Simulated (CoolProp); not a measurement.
R507A along the isobar 3.81 MPa: density (kg/m³) from the reference equation and from simpler models built on Tc = 343.8 K, pc = 3.705 MPa, ω = 0.286; each cubic takes its own stable root.

Computed with CoolProp (reference Helmholtz-energy equation of state, Lemmon 2003). It is a pseudo-pure fit of the blend.

```tsv
T (K)	phase	reference	ideal gas	van der Waals	Redlich-Kwong	Soave-Redlich-Kwong	Peng-Robinson
348.1	supercritical	296.0	130.1	277.5	285.7	275.0	292.3
361.9	supercritical	209.2	125.2	206.3	208.9	200.9	210.7
375.7	supercritical	178.3	120.6	179.6	179.9	172.5	179.9
389.5	supercritical	159.3	116.3	162.3	161.6	154.7	160.7
403.3	supercritical	145.7	112.3	149.5	148.3	141.8	146.8
417.2	supercritical	135.1	108.6	139.3	137.7	131.7	136.0
431	supercritical	126.6	105.1	131.0	129.2	123.6	127.3
444.8	supercritical	119.5	101.8	123.9	122.1	116.7	120.1
458.6	supercritical	113.4	98.78	117.7	115.9	110.8	113.9
472.4	supercritical	108.1	95.90	112.3	110.5	105.7	108.4
486.2	supercritical	103.4	93.17	107.5	105.7	101.2	103.7
500	supercritical	99.25	90.60	103.1	101.4	97.14	99.40
```
